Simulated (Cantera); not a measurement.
Input: 1 mol Al2O3, 0.33 mol HCl, 3.3 mol H2, held at 775 °C and 750 Torr.

These are equilibrium values from Cantera (NASA tables, ideal gas, pure condensed phases), not measurements of a reactor. Candidate condensed phases: Al, AlCl3, Al2O3, H2O; 29 gas species. Equilibrium is a limit: real reactors are often held back by kinetics, nucleation or transport.

Base state: H2 0.909, HCl 0.0908, H2O 4.19e-5, AlCl3 2.79e-5 (mole fractions); condensed: Al2O3(s).

Task: What changes in the equilibrium state with this change: Al2O3 replaced by Al?

Result: 
| species | before | after |
|---|---|---|
| H2 | 0.909 | 0.967 |
| AlCl3 | 2.79e-5 | 0.0288 |
| AlCl | <1e-9 | 0.00339 |
| HCl | 0.0908 | 5.04e-5 |
| AlCl2 | <1e-9 | 0.00103 |
| Al2Cl6 | <1e-9 | 4.37e-5 |
| H2O | 4.19e-5 | 0 |
| Al2O3(s), mol | 1.000 | 0 |
| Al(l), mol | 0 | 0.881 |
The tables' values for AlCl2 are old estimates; treat these amounts as uncertain.
